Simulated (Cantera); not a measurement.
Input (Python, Cantera) and output of one run.

```python
import numpy as np
import cantera as ct

gas_names = [...]  # 123 gases of nasa_gas.yaml made of C, H, O, Si
cond_names = """
    C(gr) C6H6(L) C7H8(L) C8H18(L),n-octa H2O(s) H2O(L) Si(cr) Si(L) SiC(b) SiO2(Lqz) SiO2(hqz) SiO2(L)
""".split()


# ... load() reads the species with a 1 bar reference pressure and builds the phases ...
atoms = {
    'SiC': {'Si': 1, 'C': 1},
    'CO2': {'C': 1, 'O': 2},
    'H2': {'H': 2},
}
top_T = {'C(gr)': 4500, 'SiC(b)': 3050}  # K; cautious upper limits of use, not melting points


# ... equilibrate(T, P, feed) seeds the gas with the atoms and calls Mixture.equilibrate('TP', solver="vcs", rtol=1e-11, max_steps=5000) ...
results = []
feed = {'SiC': 1, 'CO2': 0.018, 'H2': 1.4}  # mol
P = 0.24  # Pa
for T in [900, 1000, 1100, 1200, 1300, 1400, 1500, 1600, 1700, 1800, 1900, 2000, 2100, 2200]:
    mix = equilibrate(T, P, feed)
    results.append((T, P, feed, dict(zip(mix.species_names, mix.species_moles))))

top = {s: max(r[3][s] / sum(r[3][g] for g in gas_names) for r in results) for s in gas_names}
cols = sorted((s for s in top if top[s] > 1e-06), key=lambda s: -top[s])[:5]
seen = [c for c in cond_names if any(r[3].get(c, 0) > 1e-12 for r in results)]
print("log10 of partial pressures in bar; condensed amounts in mol")
print(f"{'T/K':>10s}" + "".join(f"{s[:9]:>10s}" for s in cols + seen))
for T, P, feed, n in results:
    ng = sum(n[g] for g in gas_names)
    print(f"{T:10.4g}" + "".join(f"{np.log10(max(n[s] / ng * P / 1e5, 1e-99)):10.3f}" for s in cols)
          + "".join(f"{n.get(c, 0):10.4g}" for c in seen))
```

Result:

```
log10 of partial pressures in bar; condensed amounts in mol
       T/K        H2         H        Si      SiC2        CO     C(gr)    SiC(b) SiO2(hqz)
       900    -5.620   -12.742   -22.185   -28.724    -8.672   0.03413    0.9826   0.01738
      1000    -5.627   -11.458   -18.834   -25.072    -7.393         0     0.994  0.005994
      1100    -5.628   -10.401   -15.407   -22.778    -7.383         0    0.9934  0.004825
      1200    -5.631    -9.520   -13.173   -20.252    -7.346         0     0.991         0
      1300    -5.631    -8.772   -11.566   -17.838    -7.346         0     0.991         0
      1400    -5.632    -8.129   -10.191   -15.773    -7.346         0     0.991         0
      1500    -5.636    -7.572    -9.010   -13.978    -7.343         0    0.9907         0
      1600    -5.648    -7.088    -8.057   -12.332    -7.313         0    0.9883         0
      1700    -5.677    -6.670    -7.595   -10.505    -7.256         0    0.9827         0
      1800    -5.747    -6.320    -7.116    -8.953    -7.285   0.03461    0.9451         0
      1900    -5.976    -6.088    -6.329    -7.926    -7.427    0.4263    0.5246         0
      2000    -6.312    -5.945    -6.147    -7.530    -7.567     0.895         0         0
      2100    -6.653    -5.833    -6.194    -7.385    -7.609    0.8564         0         0
      2200    -7.071    -5.785    -6.230    -7.247    -7.633    0.7908         0         0
```

These are equilibrium values from Cantera (NASA tables, ideal gas, pure condensed phases), not measurements of a reactor. Mutual solubility and eutectic melting of coexisting phases are not modelled.
